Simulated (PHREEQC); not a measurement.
Dissolve 9.7e-05 mol/kgw CuCl2, 0.093 mol/kgw HBF4 and 3.5e-05 mol/kgw KCl at 86 °C. It is in equilibrium with CO2 at log p = -3.5 (atm). Otherwise closed; pH follows from the charge balance.

Equilibrium calculation in PHREEQC: ion-association model, phreeqc.dat.

```json
{
 "pH": "1.16",
 "ionic_strength": "0.0846 mol/kgw",
 "total_alkalinity": "-372 meq/kg"
}
```

```
species    molality  activity   log γ
---------  --------  --------  ------
H+           0.0843    0.0686  -0.089
BF4-         0.0807    0.0618  -0.116
HF           0.0396    0.0404   0.008
H3BO3       0.00892   0.00910   0.008
BF3OH-      0.00264   0.00202  -0.116
BF2(OH)2-  0.000755  0.000578  -0.116
Cl-        0.000229  0.000172  -0.123
F-         0.000156  0.000117  -0.125
```

This is a speciation only: nothing precipitates in the calculation. Complexes and solids missing from the database can't appear. Constants without temperature data keep their 25 °C values here. Real BF4- forms and hydrolyses slowly; the run takes it at equilibrium.
